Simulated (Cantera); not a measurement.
A closed system holds: 1 mol Fe2O3, 1.7 mol CH4, 2.1 mol CO, at 13.3 mbar.

Cantera equilibrium calculation (NASA polynomials, part measured and part estimated; ideal gas, pure solids and liquids). Candidate condensed phases: C, C6H6, C7H8, C8H18, Fe, Fe(CO)5, FeO, Fe(OH)2, Fe(OH)3, Fe2O3, Fe3O4, H2O; 114 gas species. Kinetics and transport are ignored.

Q: At 1973 K, list the 5 most abundant gas species with their mole fractions, and the condensed phases.

A: CO 0.472, H2 0.325, H2O 0.133, CO2 0.0430, Fe 0.0201. Condensed: Fe(l).
